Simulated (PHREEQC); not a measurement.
Dissolve 0.0015 mol/kgw HNO3, 0.003 mol/kgw CaCl2 and 0.0013 mol/kgw MnSO4 at 20 °C. Closed to the air; pH follows from the charge balance.

The numbers come from PHREEQC with the ion-association model, phreeqc.dat.

```json
{
 "pH": "2.89",
 "ionic_strength": "0.0145 mol/kgw",
 "specific_conductance": "1330 µS/cm",
 "total_alkalinity": "-1.50 meq/kg"
}
```

| species | molality | activity | log γ |
|---|---|---|---|
| Cl- | 0.00598 | 0.00529 | -0.053 |
| Ca+2 | 0.00282 | 0.00177 | -0.201 |
| NO3- | 0.00150 | 0.00132 | -0.054 |
| H+ | 0.00142 | 0.00128 | -0.045 |
| Mn+2 | 0.00121 | 0.000767 | -0.197 |
| SO4-2 | 0.000965 | 0.000603 | -0.204 |
| CaSO4 | 0.000182 | 0.000183 | 0.001 |
| HSO4- | 7.62e-5 | 6.76e-5 | -0.052 |
| MnSO4 | 7.45e-5 | 7.47e-5 | 0.001 |
| MnCl+ | 1.86e-5 | 1.65e-5 | -0.051 |
| CaHSO4+ | 1.62e-6 | 1.44e-6 | -0.052 |
| MnCl2 | 3.81e-8 | 3.82e-8 | 0.001 |
| Mn(NO3)2 | 5.39e-9 | 5.41e-9 | 0.001 |

No solid was allowed to form. Complexes and solids missing from the database can't appear.
